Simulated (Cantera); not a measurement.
Input: 1 mol SiCl₄, 0.091 mol C₂H₄, 19 mol H₂, 2 mol HCl, at 1375 K and 13.0 mbar.

These are equilibrium values from Cantera (NASA tables, ideal gas, pure condensed phases), not measurements of a reactor. Candidate condensed phases: C, C₆H₆, C₇H₈, C₈H₁₈, Si, SiC; 109 gas species. The tables' values for SiCl₃ are old estimates; treat these amounts as uncertain. Equilibrium is a limit: real reactors are often held back by kinetics, nucleation or transport.

**Question.** What is the equilibrium state?

**Answer.** x(H₂): 0.785
x(HCl): 0.180
x(SiCl₂): 0.0283
x(SiCl₃): 0.00393
x(SiCl₄): 0.00251
x(SiHCl₃): 0.000699
x(SiH₂Cl₂): 2.89e-5
x(H): 2.66e-5
x(Cl): 5.04e-6
n(SiC(s)): 0.182 mol
gas amount: 23.06 mol
log10 activity of Si(s) (absent): -0.62
log10 activity of C(graphite) (absent): -1.75
